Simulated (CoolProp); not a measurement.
Nitrogen along the isobar 5.01 MPa: density (kg/m³) from the reference equation and from simpler models built on Tc = 126.2 K, pc = 3.396 MPa, ω = 0.037; each cubic takes its own stable root.

Values from CoolProp's reference Helmholtz-energy equation of state, Span 2000.

```
T (K)          phase  reference
-----  -------------  ---------
111.7         liquid      644.2
149.1  supercritical      173.0
186.5  supercritical      104.3
223.9  supercritical      80.03
261.4  supercritical      66.07
298.8  supercritical      56.71
336.2  supercritical      49.86
373.6  supercritical      44.58
411    supercritical      40.37
448.4  supercritical      36.92
```

How far does each simpler model (van der Waals, Redlich-Kwong, Soave-Redlich-Kwong, Peng-Robinson) lie from the reference over these 10 states: mean and median of the absolute difference, and the worst?


- van der Waals: mean 5.4 %, median 2.6 %, worst -28.3 % at 111.7 K and 5.01 MPa
- Redlich-Kwong: mean 1.1 %, median 0.9 %, worst -4.0 % at 111.7 K and 5.01 MPa
- Soave-Redlich-Kwong: mean 1.0 %, median 0.7 %, worst -3.8 % at 111.7 K and 5.01 MPa
- Peng-Robinson: mean 2.2 %, median 1.2 %, worst +8.2 % at 111.7 K and 5.01 MPa
